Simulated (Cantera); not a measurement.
## Low-pressure radical oxidation in H2/O2

An isothermal, constant-pressure homogeneous reactor starts with H2 : O2 = 0.029 : 1 (molar parts), at 1375 K and 20.0 Torr.

Cantera simulation using GRI-Mech 3.0 (53 species, 325 reactions); the numbers are that mechanism's predictions, not measurements. Radical loss at walls, strong at low pressure, is not modelled.

```csv
t (s),x H2,x O2,x O,x H2O,x H
0.000400,0.0282,0.972,1.59e-5,1.95e-5,3.84e-6
0.000892,0.0141,0.960,0.00853,0.0106,0.00199
0.00199,0.000296,0.947,0.0220,0.0252,0.00206
0.00443,0.000269,0.949,0.0205,0.0254,0.00184
0.00988,0.000233,0.952,0.0176,0.0258,0.00147
0.0220,0.000173,0.957,0.0129,0.0264,0.000922
0.0491,9.94e-5,0.963,0.00723,0.0272,0.000391
0.110,4.07e-5,0.968,0.00291,0.0278,0.000101
0.244,1.25e-5,0.970,0.000887,0.0282,1.70e-5
0.545,3.35e-6,0.971,0.000237,0.0284,2.35e-6
1.21,9.09e-7,0.971,6.41e-5,0.0285,3.32e-7
2.71,2.74e-7,0.971,1.93e-5,0.0285,5.49e-8
6.04,1.01e-7,0.971,7.15e-6,0.0286,1.24e-8
13.5,5.92e-8,0.971,4.19e-6,0.0286,5.57e-9
30.0,5.47e-8,0.971,3.87e-6,0.0286,4.94e-9
```
x: mole fraction; the columns are a selection and need not sum to one.

Equilibrium at this temperature and pressure: H2 5.46e-8, O2 0.971, O 3.87e-6, H2O 0.0286, H 4.94e-9 (gas phase only).
